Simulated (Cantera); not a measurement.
A Cantera script and what it prints.

```python
import numpy as np
import cantera as ct

gas_names = """
    Fe FeO Fe(OH)2 H HO2 H2 H2O H2O2 O OH O2 O3
""".split()
cond_names = """
    Fe(a) Fe(c) Fe(d) Fe(L) FeO(s) FeO(L) Fe(OH)2(s) Fe(OH)3(s) Fe2O3(s) Fe3O4(s) H2O(s) H2O(L)
""".split()


def load(file, names, dense=False):
    # The tables refer to 1 bar. Condensed volumes are neglected.
    table = {s.name: s for s in ct.Species.list_from_file(file)}
    out = []
    for n in names:
        d = dict(table[n].input_data)
        d["thermo"] = dict(d["thermo"], **{"reference-pressure": 1e5})
        if dense:
            d["equation-of-state"] = {"model": "constant-volume", "density": "1e6 g/cm^3"}
        out.append(ct.Species.from_dict(d))
    return out


gas = ct.Solution(thermo="ideal-gas", species=load("nasa_gas.yaml", gas_names))
cond = {s.name: ct.Solution(thermo="fixed-stoichiometry", species=[s], name=s.name)
        for s in load("nasa_condensed.yaml", cond_names, dense=True)}
atoms = {
    'Fe3O4': {'Fe': 3, 'O': 4},
    'H2': {'H': 2},
    'H2O': {'H': 2, 'O': 1},
}
top_T = {'Fe2O3(s)': 1830, 'Fe3O4(s)': 1870}  # K; cautious upper limits of use, not melting points


def equilibrate(T, P, feed):
    n = {}
    for name, mol in feed.items():
        for a, k in atoms[name].items():
            n[a] = n.get(a, 0.0) + k * mol
    gas.TPX = T, P, n
    mass = sum(n.values()) * gas.mean_molecular_weight
    gas.equilibrate("TP")
    valid = [c for c in cond.values() if c.min_temp <= T <= top_T.get(c.name, c.max_temp)]
    mix = ct.Mixture([(gas, mass / gas.mean_molecular_weight)] + [(c, 0.0) for c in valid])
    mix.T, mix.P = T, P
    mix.equilibrate("TP", solver="vcs", rtol=1e-11, max_steps=5000)
    return mix


results = []
feed = {'Fe3O4': 1, 'H2': 780, 'H2O': 0.33}  # mol
T = 1300  # K
P = 100000  # Pa
mix = equilibrate(T, P, feed)
results.append((T, P, feed, dict(zip(mix.species_names, mix.species_moles))))
print(gas.report(threshold=0.0001))
for i in range(1, mix.n_phases):
    print(f"{mix.phase(i).name:16s} {mix.phase_moles(i):12.5e} mol")
```

Output:

```
       temperature   1300 K
          pressure   1e+05 Pa
           density   0.019473 kg/m^3
  mean mol. weight   2.1048 kg/kmol
   phase of matter   gas

                          1 kg             1 kmol
                     ---------------   ---------------
          enthalpy        1.3613e+07        2.8652e+07  J
   internal energy        8.4777e+06        1.7844e+07  J
           entropy             83143          1.75e+05  J/K
    Gibbs function       -9.4472e+07       -1.9884e+08  J
 heat capacity c_p             15015             31603  J/K
 heat capacity c_v             11065             23289  J/K

                      mass frac. Y      mole frac. X     chem. pot. / RT
                     ---------------   ---------------   ---------------
                H2           0.95251           0.99445           -18.202
               H2O          0.047494         0.0055489           -53.315
     [  +10 minor]        5.6479e-07        1.1045e-06

Fe(c)             3.00000e+00 mol
FeO(s)            0.00000e+00 mol
Fe(OH)2(s)        0.00000e+00 mol
Fe(OH)3(s)        0.00000e+00 mol
Fe2O3(s)          0.00000e+00 mol
Fe3O4(s)          0.00000e+00 mol
```

Method: chemical equilibrium by Gibbs-energy minimisation in Cantera with the NASA 1993 tables (ideal gas, pure condensed phases).
